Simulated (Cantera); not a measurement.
An isothermal, constant-pressure homogeneous reactor starts with C₂H₆ : N₂ = 1 : 84 (molar parts), at 1450 K and 1.80 Torr.

Detailed kinetics in Cantera: GRI-Mech 3.0 (53 species, 325 reactions). GRI-Mech 3.0 stops at C3 and has no aromatics, soot or wall deposition, so with more carbon than oxygen in the feed, carbon stays in small species such as C2H2 where larger ones or solid carbon would form. Radical loss at walls, strong at low pressure, is not modelled.

x: mole fraction; the columns are a selection and need not sum to one.

```tsv
t (s)	x C₂H₆	x HCN	x H	x C₂H	x C₂H₄
9.00e-5	0.0118	<1e-12	3.17e-9	<1e-12	6.45e-10
0.000196	0.0117	<1e-12	1.01e-8	<1e-12	[?]
0.000429	0.0117	<1e-12	4.91e-8	<1e-12	[?]
0.000935	0.0117	<1e-12	3.08e-7	<1e-12	[?]
0.00204	0.0116	<1e-12	1.96e-6	<1e-12	[?]
0.00445	0.0114	2.16e-10	1.18e-5	<1e-12	[?]
0.00972	0.0106	2.48e-8	5.21e-5	8.35e-11	[?]
0.0212	0.00810	3.00e-7	0.000122	4.67e-9	[?]
0.0463	0.00305	1.26e-6	0.000235	4.32e-8	0.00557
0.101	0.000188	3.16e-6	0.000272	1.30e-7	0.00517
0.220	8.76e-6	4.18e-6	0.000141	8.87e-8	[?]
0.481	2.36e-6	4.49e-6	8.11e-5	5.58e-8	[?]
1.05	1.04e-6	4.65e-6	5.37e-5	3.81e-8	[?]
2.29	5.23e-7	4.75e-6	3.79e-5	2.71e-8	[?]
5.00	2.66e-7	4.83e-6	2.71e-5	1.94e-8	[?]
```

Task: Complete the blanks.

Result: 
- 0.000196, x C₂H₄: 5.22e-9
- 0.000429, x C₂H₄: 4.53e-8
- 0.000935, x C₂H₄: 4.05e-7
- 0.00204, x C₂H₄: 3.80e-6
- 0.00445, x C₂H₄: 3.91e-5
- 0.00972, x C₂H₄: 0.000378
- 0.0212, x C₂H₄: 0.00208
- 0.220, x C₂H₄: 0.00253
- 0.481, x C₂H₄: 0.00104
- 1.05, x C₂H₄: 0.000320
- 2.29, x C₂H₄: 7.37e-5
- 5.00, x C₂H₄: 2.31e-5
